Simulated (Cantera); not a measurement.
# Thermodynamics of chemical vapour transport, feed MgO + HI + N2

Input: 1 mol MgO, 0.17 mol HI, 6.6 mol N2, at 975 °C and 14.3 Torr.

Equilibrium computed with Cantera from the NASA thermochemical tables; the gas is ideal and each condensed phase is pure. Candidate condensed phases: H2O, I2, Mg, MgI2, MgO, Mg(OH)2; 36 gas species. Rates play no part.

- x(N2) = 0.965
- x(I) = 0.0207
- x(H2) = 0.0104
- x(HI) = 0.00379
- x(H2O) = 0.000125
- x(MgI2) = 0.000125
- x(I2) = 6.61e-5
- n(MgO(s)) = 0.999 mol
- gas amount = 6.841 mol
- log10 activity of MgI2(l) (absent) = -5.59
- log10 activity of I2(l) (absent) = -8.13
- log10 activity of Mg(l) (absent) = -10.04
